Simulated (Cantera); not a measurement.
What does this Cantera script print?

```python
import numpy as np
import cantera as ct

gas = ct.Solution("gri30.yaml")
gas.TPX = 1150, 50000, {'C2H4': 1, 'O2': 4.17, 'N2': 15.7, 'H2O': 5.3}
reactor = ct.IdealGasReactor(gas, energy="on", clone=False)
net = ct.ReactorNet([reactor])
net.rtol, net.atol = 1e-08, 1e-16
show = ['C2H4', 'O2', 'H2O', 'CH3', 'O', 'HO2']
times = np.geomspace(2e-06, 5, 10)

steps = ct.SolutionArray(gas, extra=["t"])
rows = []
print(f"{'t/s':>10s}{'T/K':>9s}{'P/Pa':>11s}" + "".join(f"{s:>11s}" for s in show))
for t in times:
    while net.time < t:
        t_next = net.step()
        steps.append(gas.state, t=t_next)
    rows.append([np.interp(t, steps.t, y) for y in (steps.T, steps.P, *steps(*show).X.T)])
    print(f"{t:10.3e}{rows[-1][0]:9.1f}{rows[-1][1]:11.4g}" + "".join(f"{x:11.3e}" for x in rows[-1][2:]))
rate = np.gradient(steps.T, steps.t)
print("integrator steps:", len(steps.t))
if steps.T.max() > steps.T[0] + 200:
    print(f"time of steepest temperature rise: {steps.t[rate.argmax()]:.4e} s")
gas.TPX = 1150, 50000, {'C2H4': 1, 'O2': 4.17, 'N2': 15.7, 'H2O': 5.3}
gas.equilibrate("UV")
print(f"equilibrium (UV): T = {gas.T:.1f} K  " + "  ".join(f"{s} {gas[s].X[0]:.3e}" for s in show))
```

It prints:

```
       t/s      T/K       P/Pa       C2H4         O2        H2O        CH3          O        HO2
 2.000e-06   1150.0      5e+04  3.821e-02  1.593e-01  2.025e-01  1.482e-13  2.223e-13  4.074e-12
 1.028e-05   1150.0      5e+04  3.821e-02  1.593e-01  2.025e-01  6.710e-12  1.508e-12  3.347e-11
 5.282e-05   1150.0      5e+04  3.821e-02  1.593e-01  2.025e-01  1.650e-10  6.815e-12  4.819e-10
 2.714e-04   1150.0      5e+04  3.821e-02  1.593e-01  2.025e-01  4.259e-09  5.287e-11  1.197e-08
 1.395e-03   2182.7  9.803e+04  2.082e-25  5.379e-02  2.415e-01  1.137e-15  7.686e-03  1.033e-05
 7.169e-03   2459.9  1.084e+05  7.569e-27  4.608e-02  2.618e-01  1.142e-16  2.459e-03  6.804e-06
 3.684e-02   2451.8   1.08e+05  7.179e-27  4.363e-02  2.622e-01  1.091e-16  2.300e-03  6.391e-06
 1.893e-01   2450.2  1.079e+05  7.100e-27  4.314e-02  2.623e-01  1.081e-16  2.269e-03  6.309e-06
 9.729e-01   2450.2  1.079e+05  7.100e-27  4.314e-02  2.623e-01  1.081e-16  2.269e-03  6.309e-06
 5.000e+00   2450.2  1.079e+05  7.100e-27  4.314e-02  2.623e-01  1.081e-16  2.269e-03  6.309e-06
integrator steps: 1756
time of steepest temperature rise: 1.3333e-03 s
equilibrium (UV): T = 2450.2 K  C2H4 8.241e-27  O2 4.314e-02  H2O 2.623e-01  CH3 1.480e-16  O 2.269e-03  HO2 6.309e-06
```

Computed with Cantera and GRI-Mech 3.0 (53 species, 325 reactions). GRI-Mech 3.0 was tuned for natural gas; its chemistry of ethylene as a main component is partial and can be far from experiment.
